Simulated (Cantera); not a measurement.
Cantera run:

```python
import numpy as np
import cantera as ct

gas_names = """
    Cu CuF CuF2 Cu2 F F2 N NF NF2 NF3 N2
""".split()
cond_names = """
    Cu(cr) Cu(L) CuF2(s) CuF2(L)
""".split()


def load(file, names, dense=False):
    # The tables refer to 1 bar. Condensed volumes are neglected.
    table = {s.name: s for s in ct.Species.list_from_file(file)}
    out = []
    for n in names:
        d = dict(table[n].input_data)
        d["thermo"] = dict(d["thermo"], **{"reference-pressure": 1e5})
        if dense:
            d["equation-of-state"] = {"model": "constant-volume", "density": "1e6 g/cm^3"}
        out.append(ct.Species.from_dict(d))
    return out


gas = ct.Solution(thermo="ideal-gas", species=load("nasa_gas.yaml", gas_names))
cond = {s.name: ct.Solution(thermo="fixed-stoichiometry", species=[s], name=s.name)
        for s in load("nasa_condensed.yaml", cond_names, dense=True)}
atoms = {
    'Cu': {'Cu': 1},
    'F2': {'F': 2},
    'N2': {'N': 2},
}
top_T = {}  # K; cautious upper limits of use, not melting points


def equilibrate(T, P, feed):
    n = {}
    for name, mol in feed.items():
        for a, k in atoms[name].items():
            n[a] = n.get(a, 0.0) + k * mol
    gas.TPX = T, P, n
    mass = sum(n.values()) * gas.mean_molecular_weight
    gas.equilibrate("TP")
    valid = [c for c in cond.values() if c.min_temp <= T <= top_T.get(c.name, c.max_temp)]
    mix = ct.Mixture([(gas, mass / gas.mean_molecular_weight)] + [(c, 0.0) for c in valid])
    mix.T, mix.P = T, P
    mix.equilibrate("TP", solver="vcs", rtol=1e-11, max_steps=5000)
    return mix


results = []
feed = {'Cu': 1, 'F2': 5.8, 'N2': 35}  # mol
T = 1200  # K
for P in [1, 4.2, 18, 75, 320, 1300, 5600, 24000, 100000]:
    mix = equilibrate(T, P, feed)
    results.append((T, P, feed, dict(zip(mix.species_names, mix.species_moles))))

top = {s: max(r[3][s] / sum(r[3][g] for g in gas_names) for r in results) for s in gas_names}
cols = sorted((s for s in top if top[s] > 0.001), key=lambda s: -top[s])[:9]
seen = [c for c in cond_names if any(r[3].get(c, 0) > 1e-12 for r in results)]
print("log10 of partial pressures in bar; condensed amounts in mol")
print(f"{'P/Pa':>10s}" + "".join(f"{s[:9]:>10s}" for s in cols + seen))
for T, P, feed, n in results:
    ng = sum(n[g] for g in gas_names)
    print(f"{P:10.4g}" + "".join(f"{np.log10(max(n[s] / ng * P / 1e5, 1e-99)):10.3f}" for s in cols)
          + "".join(f"{n.get(c, 0):10.4g}" for c in seen))
```

Result:

```
log10 of partial pressures in bar; condensed amounts in mol
      P/Pa        N2         F        F2      CuF2   CuF2(L)
         1    -5.115    -5.677   -10.776    -6.660         0
       4.2    -4.492    -5.053    -9.529    -6.036         0
        18    -3.860    -4.422    -8.266    -5.404         0
        75    -3.240    -3.802    -7.027    -4.784         0
       320    -2.610    -3.174    -5.770    -4.154         0
      1300    -2.000    -2.571    -4.564    -3.544         0
      5600    -1.362    -1.959    -3.340    -2.947    0.0884
   2.4e+04    -0.716    -1.394    -2.210    -2.947    0.7942
     1e+05    -0.083    -0.925    -1.273    -2.947    0.9521
```

Equilibrium computed with Cantera from the NASA thermochemical tables; the gas is ideal and each condensed phase is pure.
